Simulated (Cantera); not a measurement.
Charge: 1 mol BCl₃, 4.7 mol O₂, 1.9 mol N₂, held at 2.40 mbar.

Method: chemical equilibrium by Gibbs-energy minimisation in Cantera with the NASA 1993 tables (ideal gas, pure condensed phases). Candidate condensed phases: B, BN, B₂O₃; 25 gas species. The tables' values for BOCl are old estimates; treat these amounts as uncertain. Kinetics and transport are ignored.

Problem. At 1673 K, list the 6 most abundant gas species with their mole fractions, and the condensed phases.

Solution. O₂ 0.424, Cl 0.302, N₂ 0.204, B₂O₃ 0.0482, Cl₂ 0.00791, BO₂ 0.00580. Condensed: gas only.
